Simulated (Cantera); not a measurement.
Equilibrium for abatement and gas-phase synthesis: CO2 + H2 + O2

A closed system holds: 1 mol CO2, 0.15 mol H2, 0.061 mol O2, held at 0.0100 bar.

Method: chemical equilibrium by Gibbs-energy minimisation in Cantera with the NASA 1993 tables (ideal gas, pure condensed phases). Candidate condensed phases: C, C6H6, C7H8, C8H18, H2O; 131 gas species. Ions and electrons are included (thermal ionisation). Rates play no part.

| T (K) | log p CO2 | log p O | log p CO | log p O2 | log p H | log p H2O | log p OH | log p H2 |
|---|---|---|---|---|---|---|---|---|
| 2000 | -2.11 | -5.00 | -3.16 | -3.65 | -5.10 | -2.91 | -4.39 | -4.63 |
| 2250 | -2.22 | -3.99 | -2.74 | -3.12 | -4.25 | -2.99 | -3.82 | -4.24 |
| 2500 | -2.47 | -3.27 | -2.47 | -2.86 | -3.60 | -3.20 | -3.49 | -4.00 |
| 2750 | -2.89 | -2.78 | -2.37 | -2.86 | -3.16 | -3.68 | -3.42 | -4.00 |
| 3000 | -3.44 | -2.50 | -2.36 | -3.11 | -2.98 | -4.56 | -3.66 | -4.35 |
| 3250 | -4.04 | -2.38 | -2.37 | -3.56 | -2.93 | -5.64 | -4.10 | -4.87 |
| 3500 | -4.62 | -2.35 | -2.38 | -4.08 | -2.91 | -6.69 | -4.57 | -5.37 |
| 3750 | -5.14 | -2.34 | -2.38 | -4.58 | -2.91 | -7.64 | -5.01 | -5.82 |
| 4000 | -5.59 | -2.34 | -2.38 | -5.02 | -2.91 | -8.48 | -5.40 | -6.22 |
| 4250 | -5.99 | -2.33 | -2.38 | -5.41 | -2.91 | -9.22 | -5.75 | -6.58 |
| 4500 | -6.35 | -2.33 | -2.38 | -5.76 | -2.91 | -9.89 | -6.06 | -6.89 |
| 4750 | -6.67 | -2.33 | -2.39 | -6.07 | -2.91 | -10.48 | -6.34 | -7.18 |
| 5000 | -6.97 | -2.33 | -2.40 | -6.35 | -2.91 | -11.02 | -6.59 | -7.44 |
log p: log10 of the partial pressure in bar; nothing condenses.

From 2000 K to 5000 K nothing is condensed. The main C-bearing gas is CO2 at 2000 K and CO at 5000 K.
